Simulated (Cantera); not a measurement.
Charge: 1 mol Si, 0.37 mol H₂O, 13 mol N₂, equilibrated at 29.0 Pa.

Method: chemical equilibrium by Gibbs-energy minimisation in Cantera with the NASA 1993 tables (ideal gas, pure condensed phases). Candidate condensed phases: H₂O, Si, SiO₂, Si₂N₂O, Si₃N₄; 35 gas species. N₂ is the only nitrogen source here; it is nearly inert below about 1500 K, so the nitride shown seldom forms there in practice. Mutual solubility and eutectic melting of coexisting phases are not modelled. Rates play no part.

Problem. Which condensed phases are stable at each of these points (T (K)): 1075, 1175, 1275, 1375, 1475, 1575, 1675, 1775?

Solution. 
```
T (K)      condensed phases  Si condensed (%)
-----  --------------------  ----------------
1075   Si₂N₂O(s) + Si₃N₄(s)             100.0
1175   Si₂N₂O(s) + Si₃N₄(s)             100.0
1275   Si₂N₂O(s) + Si₃N₄(s)             100.0
1375   Si₂N₂O(s) + Si₃N₄(s)             100.0
1475   Si₂N₂O(s) + Si₃N₄(s)              99.0
1575   Si₂N₂O(s) + Si₃N₄(s)              80.2
1675                  Si(s)              60.8
1775                  Si(l)              52.0
```

From 1075 K to 1575 K the condensed part is Si₂N₂O(s) + Si₃N₄(s). At 1675 K the condensed part is Si(s). At 1775 K the condensed part is Si(l).
